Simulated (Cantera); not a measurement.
Mixture: C₃H₈ : O₂ : N₂ = 1 : 10.9 : 40.9 (molar parts), equivalence ratio 0.46, at 2500000 Pa, adiabatic and at constant pressure. Ignition delay is the time to a rise of 400 K.

Model: GRI-Mech 3.0 (53 species, 325 reactions), integrated in Cantera. GRI-Mech 3.0 was tuned for natural gas; its chemistry of propane as a main component is partial and can be far from experiment. The pressure lies above the range GRI-Mech 3.0 was tuned for (to about 10 atm).

**Question.** What does this change do: pressure from 2500000 Pa to 680000 Pa?

**Answer.** 
```json
[
 {"quantity": "delay at 1198 K", "before": "0.757 ms", "after": "2.00 ms"},
 {"quantity": "delay at 1298 K", "before": "0.163 ms", "after": "0.355 ms"},
 {"quantity": "delay at 1398 K", "before": "41.2 µs", "after": "81.5 µs"},
 {"quantity": "delay at 1498 K", "before": "12.9 µs", "after": "25.2 µs"},
 {"quantity": "delay at 1598 K", "before": "5.04 µs", "after": "10.2 µs"},
 {"quantity": "delay at 1698 K", "before": "2.37 µs", "after": "5.18 µs"},
 {"quantity": "delay at 1798 K", "before": "1.31 µs", "after": "3.11 µs"},
 {"quantity": "apparent activation energy between 1598 and 1798 K", "before": "160 kJ/mol", "after": "140 kJ/mol"}
]
```
